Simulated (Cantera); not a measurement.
An isothermal, constant-pressure homogeneous reactor starts with 16.3 % CH4, 76.8 % N2, 6.86 % H2O, at 1675 K and 0.133 bar.

Computed with Cantera and GRI-Mech 3.0 (53 species, 325 reactions). GRI-Mech 3.0 stops at C3 and has no aromatics, soot or wall deposition, so with more carbon than oxygen in the feed, carbon stays in small species such as C2H2 where larger ones or solid carbon would form.

x: mole fraction; the columns are a selection and need not sum to one.

| t (s) | x CH4 | x C2H2 | x H | x C2H | x C2H6 |
|---|---|---|---|---|---|
| 1.00e-5 | 0.163 | <1e-12 | 3.50e-7 | <1e-12 | 2.70e-11 |
| 4.53e-5 | 0.163 | 1.80e-12 | 3.51e-7 | <1e-12 | 2.91e-9 |
| 0.000205 | 0.163 | 1.06e-9 | 3.67e-7 | <1e-12 | 2.50e-7 |
| 0.000928 | 0.163 | 5.27e-7 | 6.72e-7 | <1e-12 | 1.37e-5 |
| 0.00420 | 0.157 | 0.000233 | 5.57e-6 | 5.89e-10 | 0.000224 |
| 0.0190 | [?] | [?] | [?] | [?] | [?] |
| 0.0862 | 0.0503 | 0.0471 | 8.13e-5 | 1.29e-7 | 3.43e-5 |
| 0.390 | 0.0132 | 0.0612 | 0.000134 | 2.02e-7 | 3.02e-6 |
| 1.77 | 0.00595 | 0.0548 | 0.000159 | 1.85e-7 | 6.16e-7 |
| 8.00 | [?] | [?] | 0.000167 | [?] | [?] |

### Question
What belongs in the gaps?

### Answer

- 0.0190, x CH4: 0.112
- 0.0190, x C2H2: 0.0165
- 0.0190, x H: 3.76e-5
- 0.0190, x C2H: 4.83e-8
- 0.0190, x C2H6: 0.000191
- 8.00, x CH4: 0.00301
- 8.00, x C2H2: 0.0423
- 8.00, x C2H: 1.30e-7
- 8.00, x C2H6: 1.32e-7
